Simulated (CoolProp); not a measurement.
A closed Brayton cycle with carbon dioxide: compressor inlet 322.15 K and 8.1 MPa, high pressure 24.4 MPa, turbine inlet 780 K, compressor efficiency 0.85, turbine efficiency 0.9, recuperator effectiveness 0.95 (on enthalpy, no pinch check). Each further row changes one setting.

Values from CoolProp's reference Helmholtz-energy equation of state, Span 1996.

| case | thermal efficiency (%) | net work (kJ/kg) | compressor to turbine work | compressor exit (K) | turbine exit (K) |
|---|---|---|---|---|---|
| as stated | [?] | 77.6 | 0.42 | 413.5 | 653.2 |
| turbine inlet 730 K | 31.1 | 67.5 | 0.46 | 413.5 | [?] |
| compressor inlet 332.15 K | 32.1 | 70.2 | [?] | [?] | 653.2 |
| high pressure 20.7 MPa | [?] | 69.5 | [?] | 399.4 | 671.6 |
| recuperator effectiveness 0.5 | 22.0 | 77.6 | 0.42 | 413.5 | 653.2 |

Task: Fill in the missing entries.

Result: 
- as stated, thermal efficiency (%): 33.8
- turbine inlet 730 K, turbine exit (K): 607.8
- compressor inlet 332.15 K, compressor to turbine work: 0.48
- compressor inlet 332.15 K, compressor exit (K): 430.8
- high pressure 20.7 MPa, thermal efficiency (%): 33.7
- high pressure 20.7 MPa, compressor to turbine work: 0.40
